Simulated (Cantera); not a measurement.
An isothermal, constant-pressure homogeneous reactor starts with H2 : O2 : N2 = 0.41 : 1 : 9.4 (molar parts), at 1350 K and 128 Torr.

Cantera simulation using GRI-Mech 3.0 (53 species, 325 reactions); the numbers are that mechanism's predictions, not measurements. The temperature is held fixed by assumption; the heat of reaction is taken as removed at once.

x: mole fraction; the columns are a selection and need not sum to one.

```tsv
t (s)	x H2	x O2	x NO2	x H2O2	x NO	x O
1.00e-6	0.0379	0.0925	<1e-12	<1e-12	<1e-12	1.28e-11
5.41e-6	0.0379	0.0925	<1e-12	<1e-12	<1e-12	3.24e-10
2.93e-5	0.0379	0.0925	<1e-12	2.63e-11	<1e-12	[?]
0.000159	0.0379	0.0925	<1e-12	8.59e-10	<1e-12	[?]
0.000860	0.00215	0.0719	1.68e-10	2.79e-7	2.36e-6	[?]
0.00465	0.000509	0.0740	1.11e-9	2.19e-7	5.52e-6	[?]
0.0252	2.05e-5	0.0749	7.93e-9	3.86e-8	5.64e-6	[?]
0.136	1.28e-6	0.0749	1.02e-8	4.60e-9	5.65e-6	[?]
0.739	1.70e-7	0.0750	8.89e-9	7.69e-10	5.65e-6	[?]
4.00	7.14e-8	0.0750	1.23e-8	3.51e-10	5.65e-6	[?]
```

### Question
Fill in the missing entries.

### Answer

- 2.93e-5, x O: 7.27e-9
- 0.000159, x O: 3.26e-6
- 0.000860, x O: 0.00983
- 0.00465, x O: 0.00197
- 0.0252, x O: 7.80e-5
- 0.136, x O: 5.02e-6
- 0.739, x O: 6.84e-7
- 4.00, x O: 2.86e-7
